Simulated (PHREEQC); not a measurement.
Consider water at 25 °C with 120 mmol/kgw Pb(NO3)2. It is in equilibrium with CO2 at log p = 0 (atm). Otherwise closed; pH follows from the charge balance.

Equilibrium calculation in PHREEQC: ion-association model, wateq4f.dat.

**Question.** The ionic strength comes out as 0.257 mol/kgw. What activity coefficients do NO3-, HCO3-, Pb+2, PbHCO3+, PbNO3+ get?

**Answer.** NO3- 0.67, HCO3- 0.73, Pb+2 0.30, PbHCO3+ 0.74, PbNO3+ 0.74.

Precipitation was switched off in this run.
